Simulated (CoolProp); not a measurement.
Vapour pressure (MPa) of toluene: the reference equation beside estimates from Tc = 591.7 K, pc = 4.126 MPa, ω = 0.266. Clausius-Clapeyron is anchored at 492.7 K with a constant enthalpy of vaporisation of 24.94 kJ/mol.

The numbers come from the reference Helmholtz-energy equation of state, Lemmon 2006 in CoolProp. It is a short technical equation, of lower accuracy than the large ones.

```
T (K)  reference  Lee-Kesler  Clausius-Clapeyron  van der Waals
-----  ---------  ----------  ------------------  -------------
430.6     0.3250      0.3265                   ?          1.005
443       0.4223      0.4254              0.5284          1.155
455.4     0.5402           ?              0.6354          1.319
467.8     0.6814      0.6882              0.7566          1.497
480.3     0.8500      0.8589              0.8941          1.691
492.7      1.046       1.057               1.046          1.898
505.1      1.275       1.287               1.215          2.121
517.5      1.539       1.552               1.401          2.359
529.9      1.842       1.856                   ?          2.613
542.3      2.188       2.203               1.826          2.883
554.8      2.587       2.602               2.068          3.172
567.2      3.038       3.051                   ?              ?
```

Problem. What belongs in the gaps?

Solution. 
- 430.6, Clausius-Clapeyron: 0.4348
- 455.4, Lee-Kesler: 0.5451
- 529.9, Clausius-Clapeyron: 1.604
- 567.2, Clausius-Clapeyron: 2.328
- 567.2, van der Waals: 3.475

Absolute difference from the reference over all 12 rows, mean and median: Lee-Kesler 0.8 and 0.8 %, Clausius-Clapeyron 14.9 and 14.7 %, van der Waals 88.1 and 73.9 %.
